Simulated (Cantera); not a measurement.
Feed: 1 mol Ti(NMe2)4, 0.075 mol C3H8, 210 mol N2, held at 35.0 Pa.

Equilibrium computed with Cantera from the NASA thermochemical tables; the gas is ideal and each condensed phase is pure. Candidate condensed phases: C, C6H6, C7H8, C8H18, Ti, TiC, TiN; 93 gas species. The feed counts by its element totals alone. TiC: taken at fixed stoichiometry. Kinetics and transport are ignored.

Problem. At 1800 °C, list the 7 most abundant gas species with their mole fractions, and the condensed phases.

Solution. N2 0.930, H2 0.0383, H 0.0275, HCN 0.00367, HNC 0.000237, CN 7.30e-5, C2H2 (acetylene) 4.70e-5. Condensed: C(graphite) + TiC(s).
